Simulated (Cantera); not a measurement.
A closed system holds: 1 mol Si2H6, 0.0058 mol Cl2, 4.4 mol N2, held at 1000 K and 1.30 mbar.

These are equilibrium values from Cantera (NASA tables, ideal gas, pure condensed phases), not measurements of a reactor. Candidate condensed phases: NH4Cl, Si, Si3N4; 28 gas species. The feed counts by its element totals alone. N2 is the only nitrogen source here; it is nearly inert below about 1500 K, so the nitride shown seldom forms there in practice. The numbers say what is thermodynamically allowed, not how fast it happens.

Base state: N2 0.505, H2 0.493, HCl 0.00191 (mole fractions); condensed: Si3N4(s).

Task: What changes in the equilibrium state with this change: Cl2 from 0.0058 to 0.87 mol?

Result: 
```
species         before    after
-------------  -------  -------
N2               0.505    0.444
H2               0.493    0.311
HCl            0.00191    0.243
SiCl4            <1e-9  0.00202
SiHCl3           <1e-9  1.83e-5
SiCl3            <1e-9  1.58e-5
Si3N4(s), mol    0.667    0.662
```
The tables' values for SiCl3 are old estimates; treat these amounts as uncertain.
